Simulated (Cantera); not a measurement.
**KCl + HF + N₂ (halide evaporation, hydrolysis and transport)**

A closed system holds: 1 mol KCl, 3.3 mol HF, 32 mol N₂, held at 46000 Pa.

These are equilibrium values from Cantera (NASA tables, ideal gas, pure condensed phases), not measurements of a reactor. Candidate condensed phases: K, KCl, KF, KHF₂, NH₄Cl; 33 gas species. Equilibrium is a limit: real reactors are often held back by kinetics, nucleation or transport.

From 1075 K to 1175 K the condensed part is KCl(l). From 1225 K to 1575 K nothing is condensed. The main K-bearing gas is KCl throughout.

```csv
T (K),log p N₂,log p HF,log p KCl,log p K₂Cl₂,log p KF,log p HCl,log p K₂F₂,n KCl(l)
1075,-0.38,-1.37,-3.17,-3.51,-4.01,-3.82,-4.58,0.888
1125,-0.38,-1.37,-2.78,-3.13,-3.72,-3.58,-4.44,0.737
1175,-0.39,-1.38,-2.43,-2.79,-3.46,-3.36,-4.33,0.427
1225,-0.39,-1.38,-2.16,-2.58,-3.25,-3.18,-4.28,0
1275,-0.39,-1.39,-2.09,-2.73,-3.14,-3.10,-4.40,0
1325,-0.39,-1.39,-2.03,-2.91,-3.05,-3.03,-4.53,0
1375,-0.39,-1.39,-2.00,-3.10,-2.98,-2.97,-4.68,0
1425,-0.39,-1.39,-1.98,-3.30,-2.93,-2.92,-4.83,0
1475,-0.39,-1.39,-1.97,-3.51,-2.88,-2.87,-4.99,0
1525,-0.39,-1.39,-1.97,-3.71,-2.83,-2.83,-5.13,0
1575,-0.39,-1.40,-1.97,-3.90,-2.80,-2.80,-5.27,0
```
log p: log10 of the partial pressure in bar; n: condensed amount in mol.
